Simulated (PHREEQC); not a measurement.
# Polishing slurry liquid: an equilibrium model

Make-up at 25 °C: 0.126 mol K2CO3 per kg of water. Closed to the air; pH follows from the charge balance.

The numbers come from PHREEQC with the ion-association model, phreeqc.dat.

No solid was allowed to form.

**Question.** What pH does the model give?

**Answer.** pH 11.39.

**Question.** In which forms is C present?

**Answer.** CO3-2 97 %, HCO3- 3.0 % of the C.
